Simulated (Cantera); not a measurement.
Feed: 1 mol BN, 12 mol NF3, 0.68 mol N2, held at 1000 K and 360 Pa.

Cantera equilibrium calculation (NASA polynomials, part measured and part estimated; ideal gas, pure solids and liquids). Candidate condensed phases: B, BN; 13 gas species. The numbers say what is thermodynamically allowed, not how fast it happens.

Base state: F 0.626, N2 0.200, F2 0.146, BF3 0.0278, NF3 3.68e-5 (mole fractions); condensed: gas only.

Q: What changes in the equilibrium state with this change: BN replaced by Si3N4?

A: 
| species | before | after |
|---|---|---|
| F | 0.626 | 0.532 |
| N2 | 0.200 | 0.269 |
| F2 | 0.146 | 0.106 |
| SiF4 | 0 | 0.0930 |
| BF3 | 0.0278 | 0 |
| NF3 | 3.68e-5 | 2.62e-5 |
Further candidate phases: Si, Si3N4.
